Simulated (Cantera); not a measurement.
An adiabatic, constant-pressure homogeneous reactor starts with C2H4 : O2 : N2 : H2O = 1 : 2 : 7.52 : 0.58 (molar parts), at 1125 K and 1.01 bar. Integrator tolerance rtol = 1e-08.

Computed with Cantera and GRI-Mech 3.0 (53 species, 325 reactions). GRI-Mech 3.0 was tuned for natural gas; its chemistry of ethylene as a main component is partial and can be far from experiment.

Problem. What does this change do: pressure from 1.01 bar to 0.630 bar?

Solution. 
```tsv
quantity	before	after
time of steepest temperature rise	3.82 ms	3.31 ms
temperature at 0.400 s	2629 K	2606 K
equilibrium temperature	2629 K	2606 K
x(C2H4) at 0.400 s	<1e-12 (gas-phase equilibrium <1e-12)	<1e-12 (gas-phase equilibrium <1e-12)
x(O2) at 0.400 s	0.000944 (gas-phase equilibrium 0.000944)	0.00121 (gas-phase equilibrium 0.00121)
x(H2O) at 0.400 s	0.150 (gas-phase equilibrium 0.150)	0.148 (gas-phase equilibrium 0.148)
x(CO2) at 0.400 s	0.0497 (gas-phase equilibrium 0.0497)	0.0494 (gas-phase equilibrium 0.0494)
x(H2) at 0.400 s	0.0525 (gas-phase equilibrium 0.0525)	0.0527 (gas-phase equilibrium 0.0527)
```
